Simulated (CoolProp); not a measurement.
Aqueous ammonia as a coolant, 4 % by mass, freezing at -4.8 °C, 1 atm.

Values from CoolProp's Melinder's fits for secondary coolants.

```json
[
 {"T (°C)": "-1.7", "cp (kJ/(kg K))": "4.216", "conductivity (W/(m K))": "0.527", "density (kg/m³)": "984.1", "viscosity (mPa s)": "2.07"},
 {"T (°C)": "2.1", "cp (kJ/(kg K))": "4.210", "conductivity (W/(m K))": "0.536", "density (kg/m³)": "983.9", "viscosity (mPa s)": "1.80"},
 {"T (°C)": "5.9", "cp (kJ/(kg K))": "4.203", "conductivity (W/(m K))": "0.544", "density (kg/m³)": "983.6", "viscosity (mPa s)": "1.59"},
 {"T (°C)": "9.6", "cp (kJ/(kg K))": "4.197", "conductivity (W/(m K))": "0.551", "density (kg/m³)": "983.1", "viscosity (mPa s)": "1.42"},
 {"T (°C)": "13.4", "cp (kJ/(kg K))": "4.191", "conductivity (W/(m K))": "0.557", "density (kg/m³)": "982.5", "viscosity (mPa s)": "1.28"},
 {"T (°C)": "17.2", "cp (kJ/(kg K))": "4.187", "conductivity (W/(m K))": "0.563", "density (kg/m³)": "981.7", "viscosity (mPa s)": "1.17"},
 {"T (°C)": "21", "cp (kJ/(kg K))": "4.185", "conductivity (W/(m K))": "0.569", "density (kg/m³)": "980.7", "viscosity (mPa s)": "1.06"},
 {"T (°C)": "24.7", "cp (kJ/(kg K))": "4.184", "conductivity (W/(m K))": "0.576", "density (kg/m³)": "979.7", "viscosity (mPa s)": "0.974"}
]
```
